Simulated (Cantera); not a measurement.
A freely propagating, adiabatic, planar premixed flame of 6.75 % CH₄, 6.75 % H₂, 21.1 % O₂, 65.4 % N₂, unburnt at 598 K and 1.01 bar; mixture-averaged transport, grid criteria slope 0.08 and curve 0.16, no radiation.

Detailed kinetics in Cantera: GRI-Mech 3.0 (53 species, 325 reactions). Burning velocities carry a grid error of a few per cent, more on coarse grids.

Question: Predict: laminar burning velocity; thermal thickness; peak x(CH₂CO); peak x(C₂H).

Answer: 
| Item | Result |
|---|---|
| laminar burning velocity | 225 cm/s |
| thermal thickness | 0.252 mm |
| peak x(CH₂CO) | 4.00e-5 |
| peak x(C₂H) | 6.08e-8 |
